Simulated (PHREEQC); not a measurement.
A solution holds 0.0029 mol HF, 0.021 mol KF and 0.056 mol H2SO4 per kg of water, at 76 °C. Closed to the air; pH follows from the charge balance.

The numbers come from PHREEQC with the ion-association model, wateq4f.dat.

Each row changes one thing in this solution. No solid was allowed to form.

```csv
case,pH,ionic strength (mol/kgw),HSO4- (mol/kgw),SO4-2 (mol/kgw),KSO4- (mol/kgw),F- (mol/kgw)
as made,1.44,0.0714,0.0475,0.00761,0.000852,0.000209
temperature from 76 to 50 °C,1.40,0.0809,0.0427,0.0123,0.000965,0.000308
0.033 mol/kgw NH3 added,1.78,0.0847,0.0384,0.0141,0.00144,0.000464
HF from 0.0029 to 0.00145 mol/kgw,1.44,0.0714,0.0475,0.00761,0.000852,0.000197
H2SO4 from 0.056 to 0.112 mol/kgw,1.09,0.129,0.103,0.00862,0.000773,0.000102
HF replaced by AgF at the same molality,1.47,0.0722,0.0469,0.00795,0.000886,0.000221
0.0053 mol/kgw Na2SeO3 added,1.53,0.0750,0.0456,0.00914,0.000998,0.000260
HF left out,1.44,0.0714,0.0475,0.00761,0.000852,0.000185
temperature from 76 to 25 °C,1.35,0.0916,0.0375,0.0176,0.000924,0.000417
```

Away from 25 °C the constants follow the database's enthalpies or fits; those with neither stay at their 25 °C values.
